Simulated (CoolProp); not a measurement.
The numbers come from the reference Helmholtz-energy equation of state, Gao 2020 in CoolProp.

Question: For ammonia, give the phase and the density (kg/m³), cp (kJ/(kg K)), speed of sound (m/s), Joule-Thomson coefficient (K/MPa) at 22.95 °C and 25 MPa; 22.95 °C and 37.5 MPa; 22.95 °C and 50 MPa.

Answer: 
- 22.95 °C and 25 MPa: liquid; density 626, cp 4.54, speed of sound 1500, Joule-Thomson coefficient -0.137
- 22.95 °C and 37.5 MPa: liquid; density 634, cp 4.47, speed of sound 1570, Joule-Thomson coefficient -0.153
- 22.95 °C and 50 MPa: liquid; density 642, cp 4.41, speed of sound 1630, Joule-Thomson coefficient -0.166
